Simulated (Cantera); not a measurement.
A perfectly stirred reactor is fed with C₂H₆ : N₂ = 1 : 26 (molar parts), at 0.0900 Torr; it is held at 1675 K, and followed from long to short residence time.

Model: GRI-Mech 3.0 (53 species, 325 reactions), integrated in Cantera. GRI-Mech 3.0 stops at C3 and has no aromatics, soot or wall deposition, so with more carbon than oxygen in the feed, carbon stays in small species such as C2H2 where larger ones or solid carbon would form. Radical loss at walls, strong at low pressure, is not modelled.

| quantity | before | after |
|---|---|---|
| x(C₂H₆) at τ = 0.950 s | 0.00140 | 0.000398 |
| x(H₂) at τ = 0.950 s | 0.0428 | 0.0514 |
| x(CH₃) at τ = 0.950 s | 0.00550 | 0.00501 |
| x(CH₄) at τ = 0.950 s | 0.00891 | 0.00628 |
| x(CH₂) at τ = 0.950 s | 3.33e-5 | 6.48e-5 |
| x(C₂H₆) at τ = 12.0 ms | 0.0316 | 0.0187 |
| x(H₂) at τ = 12.0 ms | 0.00106 | 0.00561 |
| x(CH₃) at τ = 12.0 ms | 0.00722 | 0.0205 |
| x(CH₄) at τ = 12.0 ms | 0.000304 | 0.00131 |
| x(CH₂) at τ = 12.0 ms | 1.25e-5 | 9.39e-5 |

Question: Which change was made?
A) pressure from 0.0900 Torr to 760 Torr
B) temperature 1675 to 1550 K
C) pressure from 0.0900 Torr to 0.240 Torr
D) temperature 1675 to 1848 K

Answer: D, temperature 1675 to 1848 K
